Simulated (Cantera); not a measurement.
A perfectly stirred reactor is fed with H2 : O2 : N2 = 1 : 0.641 : 2.41 (molar parts), equivalence ratio 0.78, at 500000 Pa; it is adiabatic with a 500 K inlet, and is followed from long to short residence time, starting on the burning branch (τ in s: 0.024, 0.013, 0.0074, 0.0041, 0.0022, 0.0012, 0.00068, 0.00037, 0.0002, 0.00011, 6.2e-05, 3.4e-05, 1.9e-05).

Cantera simulation using the H2/O2 subset of GRI-Mech 3.0, which has no nitrogen chemistry; the numbers are that mechanism's predictions, not measurements. The hydrogen kinetics of GRI-Mech 3.0 are dated; newer H2 mechanisms differ, most at raised pressure.

Q: What does this change do: pressure from 500000 Pa to 100000 Pa?

A: 
```json
[
 {"quantity": "blow-out, bracketed by the residence times tried", "before": "burning at 19.0 µs, the shortest tried", "after": "burning at 19.0 µs, the shortest tried"},
 {"quantity": "x(H2) at τ = 24.0 ms", "before": "0.00143", "after": "0.00347"},
 {"quantity": "x(O2) at τ = 24.0 ms", "before": "0.0387", "after": "0.0387"},
 {"quantity": "x(OH) at τ = 24.0 ms", "before": "0.00555", "after": "0.00839"},
 {"quantity": "x(HO2) at τ = 24.0 ms", "before": "5.88e-6", "after": "3.75e-6"},
 {"quantity": "x(O) at τ = 24.0 ms", "before": "0.000469", "after": "0.00115"},
 {"quantity": "x(H2) at τ = 0.680 ms", "before": "0.00351", "after": "0.0153"},
 {"quantity": "x(O2) at τ = 0.680 ms", "before": "0.0390", "after": "0.0420"},
 {"quantity": "x(OH) at τ = 0.680 ms", "before": "0.00780", "after": "0.0149"},
 {"quantity": "x(HO2) at τ = 0.680 ms", "before": "9.54e-6", "after": "1.04e-5"},
 {"quantity": "x(O) at τ = 0.680 ms", "before": "0.00101", "after": "0.00565"}
]
```
